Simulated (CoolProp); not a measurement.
Properties of ammonia along the isotherm 322.15 °C (Tc = 132.4 °C, pc = 11.36 MPa, ω = 0.256).

Model: reference Helmholtz-energy equation of state, Gao 2020, in CoolProp.

| p (MPa) | phase | Joule-Thomson coefficient (K/MPa) | conductivity (mW/(m K)) | Prandtl number |
|---|---|---|---|---|
| 0.18 | gas | 3.462 | 68.0 | 0.836 |
| 0.341 | gas | 3.458 | 68.1 | 0.837 |
| 0.646 | gas | 3.451 | 68.3 | 0.838 |
| 1.22 | gas | 3.437 | 68.6 | 0.842 |
| 2.32 | gas | 3.410 | 69.3 | 0.848 |
| 4.4 | gas | 3.355 | 70.7 | 0.861 |
| 8.34 | gas | 3.238 | 73.9 | 0.886 |
| 15.8 | supercritical | 2.962 | 81.9 | 0.936 |
| 30 | supercritical | 2.267 | 105 | 1.02 |
| 56.8 | supercritical | 1.008 | 162 | 1.00 |

Viscosity comes from a separate model (Fenghour 1995). Thermal conductivity comes from a separate model (Tufeu 1984).
